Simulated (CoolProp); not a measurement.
A closed Brayton cycle with carbon dioxide: compressor inlet 313.15 K and 8.1 MPa, high pressure 19.4 MPa, turbine inlet 845 K, compressor efficiency 0.85, turbine efficiency 0.9, recuperator effectiveness 0.8 (on enthalpy, no pinch check). Each further row changes one setting.

Computed with CoolProp (reference Helmholtz-energy equation of state, Span 1996).

```json
[
 {"case": "as stated", "thermal efficiency (%)": "28.8", "net work (kJ/kg)": "83.9", "compressor to turbine work": "0.29", "compressor exit (K)": "374.8", "turbine exit (K)": "738.9"},
 {"case": "turbine inlet 795 K", "thermal efficiency (%)": "28.0", "net work (kJ/kg)": "76.1", "compressor to turbine work": "0.31", "compressor exit (K)": "374.8", "turbine exit (K)": "692.8"},
 {"case": "compressor inlet 323.15 K", "thermal efficiency (%)": "28.1", "net work (kJ/kg)": "75.4", "compressor to turbine work": "0.36", "compressor exit (K)": "395.6", "turbine exit (K)": "738.9"},
 {"case": "high pressure 16.5 MPa", "thermal efficiency (%)": "26.3", "net work (kJ/kg)": "70.8", "compressor to turbine work": "0.28", "compressor exit (K)": "363.1", "turbine exit (K)": "758.1"},
 {"case": "recuperator effectiveness 0.5", "thermal efficiency (%)": "20.1", "net work (kJ/kg)": "83.9", "compressor to turbine work": "0.29", "compressor exit (K)": "374.8", "turbine exit (K)": "738.9"}
]
```
